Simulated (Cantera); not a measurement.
An isothermal, constant-pressure homogeneous reactor starts with CH4 : H2O : H2 : N2 = 1 : 0.57 : 0.89 : 0.029 (molar parts), at 1725 K and 0.230 bar.

Computed with Cantera and GRI-Mech 3.0 (53 species, 325 reactions). GRI-Mech 3.0 stops at C3 and has no aromatics, soot or wall deposition, so with more carbon than oxygen in the feed, carbon stays in small species such as C2H2 where larger ones or solid carbon would form.

Predict: x(CH4) at 1.00 s; x(H2O) at 1.00 s; x(H2) at 1.00 s; x(CO) at 1.00 s; x(C2H2) at 1.00 s.


| Quantity | Result |
|---|---|
| x(CH4) at 1.00 s | 0.0149 (gas-phase equilibrium 0.00367) |
| x(H2O) at 1.00 s | 0.0734 (gas-phase equilibrium 4.23e-7) |
| x(H2) at 1.00 s | 0.738 (gas-phase equilibrium 0.796) |
| x(CO) at 1.00 s | 0.0755 (gas-phase equilibrium 0.141) |
| x(C2H2) at 1.00 s | 0.0874 (gas-phase equilibrium 0.0472) |
